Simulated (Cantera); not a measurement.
Input (Python, Cantera) and output of one run.

```python
import numpy as np
import cantera as ct

gas_names = """
    CL CL2 H HCL H2 N NH NH2 NH3 N2 N2H2 N2H4 Si SiCL SiCL2 SiCL3 SiCL4 SiH SiHCL3 SiH2 SiH2CL2 SiH3
    SiH3CL SiH4 SiN Si2 Si2N Si3
""".split()
cond_names = """
    NH4CL(a) NH4CL(b) Si(cr) Si(L) Si3N4(a)
""".split()


# ... load() reads the species with a 1 bar reference pressure and builds the phases ...
atoms = {
    'SiH2Cl2': {'Si': 1, 'H': 2, 'CL': 2},
    'N2': {'N': 2},
}
top_T = {'Si3N4(a)': 2400}  # K; cautious upper limits of use, not melting points


# ... equilibrate(T, P, feed) seeds the gas with the atoms and calls Mixture.equilibrate('TP', solver="vcs", rtol=1e-11, max_steps=5000) ...
results = []
P = 140  # Pa
for T in [1073, 1173, 1273, 1373, 1473, 1573, 1673, 1773, 1873, 1973, 2073]:
    for m in [1.2, 2.1, 3.6, 6.2, 11, 19, 32, 56, 97]:
        feed = {'SiH2Cl2': 1, 'N2': m}  # mol
        mix = equilibrate(T, P, feed)
        results.append((T, P, feed, dict(zip(mix.species_names, mix.species_moles))))

for T, P, feed, n in results:
    print(f"{T:7g} {feed['N2']:10.4g}  " + (" + ".join(c for c in cond_names if n.get(c, 0) > 1e-12) or "gas only"))
```

It prints:

```
   1073        1.2  Si3N4(a)
   1073        2.1  Si3N4(a)
   1073        3.6  Si3N4(a)
   1073        6.2  Si3N4(a)
   1073         11  Si3N4(a)
   1073         19  Si3N4(a)
   1073         32  Si3N4(a)
   1073         56  Si3N4(a)
   1073         97  Si3N4(a)
   1173        1.2  Si3N4(a)
   1173        2.1  Si3N4(a)
   1173        3.6  Si3N4(a)
   1173        6.2  Si3N4(a)
   1173         11  Si3N4(a)
   1173         19  Si3N4(a)
   1173         32  Si3N4(a)
   1173         56  Si3N4(a)
   1173         97  Si3N4(a)
   1273        1.2  Si3N4(a)
   1273        2.1  Si3N4(a)
   1273        3.6  Si3N4(a)
   1273        6.2  Si3N4(a)
   1273         11  Si3N4(a)
   1273         19  Si3N4(a)
   1273         32  Si3N4(a)
   1273         56  Si3N4(a)
   1273         97  Si3N4(a)
   1373        1.2  Si3N4(a)
   1373        2.1  Si3N4(a)
   1373        3.6  Si3N4(a)
   1373        6.2  Si3N4(a)
   1373         11  Si3N4(a)
   1373         19  Si3N4(a)
   1373         32  Si3N4(a)
   1373         56  Si3N4(a)
   1373         97  Si3N4(a)
   1473        1.2  Si3N4(a)
   1473        2.1  Si3N4(a)
   1473        3.6  Si3N4(a)
   1473        6.2  Si3N4(a)
   1473         11  Si3N4(a)
   1473         19  Si3N4(a)
   1473         32  Si3N4(a)
   1473         56  Si3N4(a)
   1473         97  Si3N4(a)
   1573        1.2  Si3N4(a)
   1573        2.1  Si3N4(a)
   1573        3.6  Si3N4(a)
   1573        6.2  Si3N4(a)
   1573         11  Si3N4(a)
   1573         19  Si3N4(a)
   1573         32  Si3N4(a)
   1573         56  Si3N4(a)
   1573         97  Si3N4(a)
   1673        1.2  Si(cr)
   1673        2.1  Si(cr)
   1673        3.6  Si(cr)
   1673        6.2  Si3N4(a)
   1673         11  Si3N4(a)
   1673         19  Si3N4(a)
   1673         32  Si3N4(a)
   1673         56  Si3N4(a)
   1673         97  Si3N4(a)
   1773        1.2  Si(L)
   1773        2.1  Si(L)
   1773        3.6  Si(L)
   1773        6.2  Si(L)
   1773         11  Si(L)
   1773         19  Si(L)
   1773         32  Si(L)
   1773         56  Si(L)
   1773         97  Si(L)
   1873        1.2  Si(L)
   1873        2.1  Si(L)
   1873        3.6  Si(L)
   1873        6.2  Si(L)
   1873         11  Si(L)
   1873         19  Si(L)
   1873         32  gas only
   1873         56  gas only
   1873         97  gas only
   1973        1.2  Si(L)
   1973        2.1  Si(L)
   1973        3.6  Si(L)
   1973        6.2  Si(L)
   1973         11  gas only
   1973         19  gas only
   1973         32  gas only
   1973         56  gas only
   1973         97  gas only
   2073        1.2  gas only
   2073        2.1  gas only
   2073        3.6  gas only
   2073        6.2  gas only
   2073         11  gas only
   2073         19  gas only
   2073         32  gas only
   2073         56  gas only
   2073         97  gas only
```

Method: chemical equilibrium by Gibbs-energy minimisation in Cantera with the NASA 1993 tables (ideal gas, pure condensed phases). N2 is the only nitrogen source here; it is nearly inert below about 1500 K, so the nitride shown seldom forms there in practice. The tables' values for SiCl3 are old estimates.
